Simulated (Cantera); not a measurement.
What does this Cantera script print?

```python
import numpy as np
import cantera as ct

gas = ct.Solution("gri30.yaml")


def delay(T, t_max=10):
    gas.TPX = T, 230000, {'CH4': 1, 'O2': 2.15, 'N2': 8.09}
    reactor = ct.IdealGasConstPressureReactor(gas, clone=False)
    net = ct.ReactorNet([reactor])
    net.rtol, net.atol = 1e-8, 1e-16
    while net.time < t_max:
        t_old, T_old = net.time, reactor.T
        net.step()
        if reactor.T > T + 400:  # ignition: a rise of 400 K
            return t_old + (T + 400 - T_old) / (reactor.T - T_old) * (net.time - t_old)
    return np.nan


taus = []
for T in [1198, 1273, 1348, 1423, 1498]:
    taus.append(delay(T))
    print(f"T0 = {T:6g} K   tau = {taus[-1]:.4e} s")

# d ln(tau) / d ln(k), from doubling and halving each rate constant
T, sens = 1198, []
for i in range(gas.n_reactions):
    gas.set_multiplier(2.0, i)
    up = delay(T)
    gas.set_multiplier(0.5, i)
    down = delay(T)
    gas.set_multiplier(1.0, i)
    sens.append((np.log(up / down) / np.log(4.0), gas.reaction(i).equation))
sens.sort(key=lambda x: -abs(x[0]))
print(f"sensitivities at {T} K")
for s, eq in sens[:10]:
    print(f"{s:8.3f}  {eq}")
```

Result:

```
T0 =   1198 K   tau = 2.1464e-02 s
T0 =   1273 K   tau = 7.9896e-03 s
T0 =   1348 K   tau = 3.1869e-03 s
T0 =   1423 K   tau = 1.3565e-03 s
T0 =   1498 K   tau = 6.1684e-04 s
sensitivities at 1198 K
   0.566  2 CH3 (+M) <=> C2H6 (+M)
  -0.378  CH3 + O2 <=> CH2O + OH
  -0.327  CH3 + O2 <=> CH3O + O
  -0.326  CH2O + O2 <=> HCO + HO2
  -0.294  CH3 + HO2 <=> CH3O + OH
   0.252  CH4 + H <=> CH3 + H2
  -0.219  H + O2 <=> O + OH
  -0.183  CH2O + CH3 <=> CH4 + HCO
  -0.165  CH3O + O2 <=> CH2O + HO2
   0.142  CH4 + OH <=> CH3 + H2O
```

Cantera simulation using GRI-Mech 3.0 (53 species, 325 reactions); the numbers are that mechanism's predictions, not measurements.
